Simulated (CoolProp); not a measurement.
Aqueous potassium carbonate as a coolant, 21 % by mass, freezing at -9.5 °C, 1 atm.

Values from CoolProp's Melinder's fits for secondary coolants.

```json
[
 {"T (°C)": "-5.3", "conductivity (W/(m K))": "0.537", "viscosity (mPa s)": "3.39", "Prandtl number": "20.4", "density (kg/m³)": "1210"},
 {"T (°C)": "-1.5", "conductivity (W/(m K))": "0.543", "viscosity (mPa s)": "3.02", "Prandtl number": "18.0", "density (kg/m³)": "1209"},
 {"T (°C)": "2.3", "conductivity (W/(m K))": "0.549", "viscosity (mPa s)": "2.71", "Prandtl number": "16.0", "density (kg/m³)": "1208"},
 {"T (°C)": "6.2", "conductivity (W/(m K))": "0.555", "viscosity (mPa s)": "2.44", "Prandtl number": "14.3", "density (kg/m³)": "1206"},
 {"T (°C)": "10", "conductivity (W/(m K))": "0.561", "viscosity (mPa s)": "2.22", "Prandtl number": "12.9", "density (kg/m³)": "1205"},
 {"T (°C)": "13.8", "conductivity (W/(m K))": "0.567", "viscosity (mPa s)": "2.03", "Prandtl number": "11.7", "density (kg/m³)": "1203"},
 {"T (°C)": "17.7", "conductivity (W/(m K))": "0.574", "viscosity (mPa s)": "1.86", "Prandtl number": "10.6", "density (kg/m³)": "1202"},
 {"T (°C)": "21.5", "conductivity (W/(m K))": "0.580", "viscosity (mPa s)": "1.72", "Prandtl number": "9.70", "density (kg/m³)": "1200"},
 {"T (°C)": "25.3", "conductivity (W/(m K))": "0.587", "viscosity (mPa s)": "1.59", "Prandtl number": "8.90", "density (kg/m³)": "1198"},
 {"T (°C)": "29.2", "conductivity (W/(m K))": "0.593", "viscosity (mPa s)": "1.48", "Prandtl number": "8.17", "density (kg/m³)": "1196"},
 {"T (°C)": "33", "conductivity (W/(m K))": "0.600", "viscosity (mPa s)": "1.37", "Prandtl number": "7.53", "density (kg/m³)": "1194"},
 {"T (°C)": "36.8", "conductivity (W/(m K))": "0.606", "viscosity (mPa s)": "1.28", "Prandtl number": "6.95", "density (kg/m³)": "1192"}
]
```
